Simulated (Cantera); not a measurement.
A perfectly stirred reactor is fed with C2H6 : N2 = 1 : 44 (molar parts), at 100000 Pa; it is held at 1100 K, and followed from long to short residence time.

Model: GRI-Mech 3.0 (53 species, 325 reactions), integrated in Cantera. GRI-Mech 3.0 stops at C3 and has no aromatics, soot or wall deposition, so with more carbon than oxygen in the feed, carbon stays in small species such as C2H2 where larger ones or solid carbon would form.

Question: Predict: x(C2H6) at τ = 0.780 s; x(CH3) at τ = 0.780 s; x(H2) at τ = 0.780 s; x(H) at τ = 0.780 s; x(C2H6) at τ = 4.70 ms; x(CH3) at τ = 4.70 ms; x(H2) at τ = 4.70 ms; x(H) at τ = 4.70 ms.

Answer: 
```json
{
 "x(C2H6) at τ = 0.780 s": "0.00454",
 "x(CH3) at τ = 0.780 s": "6.25e-7",
 "x(H2) at τ = 0.780 s": "0.0182",
 "x(H) at τ = 0.780 s": "2.13e-7",
 "x(C2H6) at τ = 4.70 ms": "0.0218",
 "x(CH3) at τ = 4.70 ms": "1.33e-6",
 "x(H2) at τ = 4.70 ms": "0.000365",
 "x(H) at τ = 4.70 ms": "1.48e-7"
}
```
